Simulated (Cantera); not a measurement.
Cantera run:

```python
import numpy as np
import cantera as ct

gas_names = [...]  # 100 gases of nasa_gas.yaml made of C, H, N, S
cond_names = """
    C(gr) C6H6(L) C7H8(L) C8H18(L),n-octa S(cr1) S(cr2) S(L)
""".split()


# ... load() reads the species with a 1 bar reference pressure and builds the phases ...
atoms = {
    'CS2': {'C': 1, 'S': 2},
    'H2': {'H': 2},
    'N2': {'N': 2},
}
top_T = {'C(gr)': 4500}  # K; cautious upper limits of use, not melting points


# ... equilibrate(T, P, feed) seeds the gas with the atoms and calls Mixture.equilibrate('TP', solver="vcs", rtol=1e-11, max_steps=5000) ...
results = []
feed = {'CS2': 1, 'H2': 4.7, 'N2': 10}  # mol
P = 2300000  # Pa
for T in [1973, 2073, 2173, 2273, 2373, 2473, 2573, 2673]:
    mix = equilibrate(T, P, feed)
    results.append((T, P, feed, dict(zip(mix.species_names, mix.species_moles))))

top = {s: max(r[3][s] / sum(r[3][g] for g in gas_names) for r in results) for s in gas_names}
cols = sorted((s for s in top if top[s] > 0.0001), key=lambda s: -top[s])[:6]
seen = [c for c in cond_names if any(r[3].get(c, 0) > 1e-12 for r in results)]
print("log10 of partial pressures in bar; condensed amounts in mol")
print(f"{'T/K':>10s}" + "".join(f"{s[:9]:>10s}" for s in cols + seen))
for T, P, feed, n in results:
    ng = sum(n[g] for g in gas_names)
    print(f"{T:10.4g}" + "".join(f"{np.log10(max(n[s] / ng * P / 1e5, 1e-99)):10.3f}" for s in cols)
          + "".join(f"{n.get(c, 0):10.4g}" for c in seen))
```

Output:

```
log10 of partial pressures in bar; condensed amounts in mol
       T/K        N2        H2       H2S       CS2        CS       HCN     C(gr)
      1973     1.177     0.747     0.136    -0.202    -1.456    -0.916    0.4608
      2073     1.173     0.759     0.058    -0.164    -1.163    -0.745    0.3514
      2173     1.170     0.766    -0.023    -0.143    -0.905    -0.592    0.2244
      2273     1.165     0.769    -0.106    -0.137    -0.677    -0.454   0.07132
      2373     1.163     0.771    -0.164    -0.166    -0.524    -0.403         0
      2473     1.161     0.772    -0.206    -0.220    -0.422    -0.406         0
      2573     1.159     0.772    -0.251    -0.284    -0.336    -0.412         0
      2673     1.157     0.771    -0.299    -0.357    -0.266    -0.420         0
```

Method: chemical equilibrium by Gibbs-energy minimisation in Cantera with the NASA 1993 tables (ideal gas, pure condensed phases).
